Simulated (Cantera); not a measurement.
A perfectly stirred reactor is fed with CH₄ : H₂O = 1 : 3 (molar parts), at 0.0987 atm; it is held at 2050 K, and followed from long to short residence time.

Model: GRI-Mech 3.0 (53 species, 325 reactions), integrated in Cantera.

Question: Predict: x(CH₄) at τ = 0.320 s; x(H₂O) at τ = 0.320 s; x(CH₃) at τ = 0.320 s; x(OH) at τ = 0.320 s; x(CH₂O) at τ = 0.320 s; x(CH₄) at τ = 13.0 ms; x(H₂O) at τ = 13.0 ms; x(CH₃) at τ = 13.0 ms; x(OH) at τ = 13.0 ms; x(CH₂O) at τ = 13.0 ms.

Answer: 
* **x(CH₄) at τ = 0.320 s**: 0.00263
* **x(H₂O) at τ = 0.320 s**: 0.321
* **x(CH₃) at τ = 0.320 s**: 0.000381
* **x(OH) at τ = 0.320 s**: 0.000261
* **x(CH₂O) at τ = 0.320 s**: 2.97e-6
* **x(CH₄) at τ = 13.0 ms**: 0.0211
* **x(H₂O) at τ = 13.0 ms**: 0.450
* **x(CH₃) at τ = 13.0 ms**: 0.00287
* **x(OH) at τ = 13.0 ms**: 0.000345
* **x(CH₂O) at τ = 13.0 ms**: 3.45e-5
